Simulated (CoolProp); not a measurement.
Vapour-liquid equilibrium of propylene (1) + R115 (2) at 52.55 °C; x and y are mole fractions of (1).

The numbers come from the multi-fluid Helmholtz-energy mixture model, Lemmon 2013 and Lemmon 2016; pair parameters Bell 2016 in CoolProp.

```tsv
x	bubble pressure, mixture model (bar)	bubble pressure, Raoult's law (bar)	y, mixture model	y, Raoult's law
0.05	18.30	17.73	0.073	0.061
0.2	20.39	18.35	0.258	0.236
0.35	22.02	18.98	0.409	0.400
0.5	…	19.60	0.538	0.553
0.65	23.59	20.22	0.658	0.697
0.8	…	20.85	…	0.832
0.95	22.32	21.47	…	0.959
```

Task: What belongs in the gaps?

Result: 
- 0.5, bubble pressure, mixture model (bar): 23.10
- 0.8, bubble pressure, mixture model (bar): 23.41
- 0.8, y, mixture model: 0.782
- 0.95, y, mixture model: 0.935

The largest gap from Raoult's law is +17.9 % in bubble pressure, at x = 0.5. y crosses x between x = 0.65 and 0.8: the model has an azeotrope there.

Pair parameters are fitted to limited data, so mixtures are less certain than the pure fluids.
